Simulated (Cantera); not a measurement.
An adiabatic, constant-volume homogeneous reactor starts with 10.2 % CO, 1.41 % H2, 2.90 % CH4, 18.0 % O2, 67.6 % N2, at 1050 K and 31000 Pa.

Detailed kinetics in Cantera: GRI-Mech 3.0 (53 species, 325 reactions).

One state of this run: T (K) = 2534; P (bar) = 0.719; x CO = 0.0228; x H2 = 0.00214; x CH4 = <1e-12; x NO = 0.0130; x H2O2 = 1.11e-7. x: mole fraction; the columns are a selection and need not sum to one.

Question: Which value of t (s) does it belong to?
A. 0.0594
B. 8.00e-6
C. 9.09e-5
D. 0.00103

Answer: A, 0.0594
